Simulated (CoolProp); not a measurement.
Ethane at several states: density (kg/m³) from the reference equation and from simpler models built on Tc = 32.2 °C, pc = 4.872 MPa, ω = 0.099; each cubic takes its own stable root.

Model: reference Helmholtz-energy equation of state, Bücker 2006, in CoolProp.

| T (°C) | p (MPa) | phase | reference | van der Waals | Redlich-Kwong | Soave-Redlich-Kwong | Peng-Robinson |
|---|---|---|---|---|---|---|---|
| 126.15 | 8.56 | supercritical | 103.6 | 111.5 | 105.1 | 100.9 | 105.7 |
| 61.95 | 6.9 | supercritical | 146.0 | 160.6 | 146.5 | 140.1 | 148.7 |
| 97.25 | 7.64 | supercritical | 109.4 | 118.0 | 110.9 | 106.7 | 112.2 |
| -163.75 | 0.767 | liquid | 631.0 | 406.4 | 605.5 | 601.6 | 674.4 |
| -44.15 | 0.0825 | gas | 1.321 | 1.316 | 1.320 | 1.320 | 1.322 |
| -59.15 | 0.0159 | gas | 0.2696 | 0.2693 | 0.2695 | 0.2695 | 0.2696 |
